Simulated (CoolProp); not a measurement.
A single-stage vapour-compression cycle with ammonia: evaporating at 267.15 K (dew point), condensing at 317.15 K (bubble point), superheat 8 K, subcooling 2 K, compressor efficiency 0.6, no pressure losses. Each further row changes one setting.

Model: reference Helmholtz-energy equation of state, Gao 2020, in CoolProp.

```json
[
 {"case": "as stated", "cooling COP": "2.58", "pressure ratio": "5.09", "discharge temperature (K)": "463.0", "refrigerating effect (kJ/kg)": "1080", "volumetric capacity (kJ/m³)": "2880"},
 {"case": "evaporating temperature 272.15 K", "cooling COP": "2.99", "pressure ratio": "4.20", "discharge temperature (K)": "444.4", "refrigerating effect (kJ/kg)": "1080", "volumetric capacity (kJ/m³)": "3470"},
 {"case": "condensing temperature 312.15 K", "cooling COP": "2.93", "pressure ratio": "4.43", "discharge temperature (K)": "445.3", "refrigerating effect (kJ/kg)": "1100", "volumetric capacity (kJ/m³)": "2940"},
 {"case": "subcooling 7 K", "cooling COP": "2.64", "pressure ratio": "5.09", "discharge temperature (K)": "463.0", "refrigerating effect (kJ/kg)": "1100", "volumetric capacity (kJ/m³)": "2940"},
 {"case": "superheat 18 K", "cooling COP": "2.53", "pressure ratio": "5.09", "discharge temperature (K)": "479.9", "refrigerating effect (kJ/kg)": "1100", "volumetric capacity (kJ/m³)": "2820"},
 {"case": "compressor efficiency 0.5", "cooling COP": "2.15", "pressure ratio": "5.09", "discharge temperature (K)": "495.5", "refrigerating effect (kJ/kg)": "1080", "volumetric capacity (kJ/m³)": "2880"}
]
```
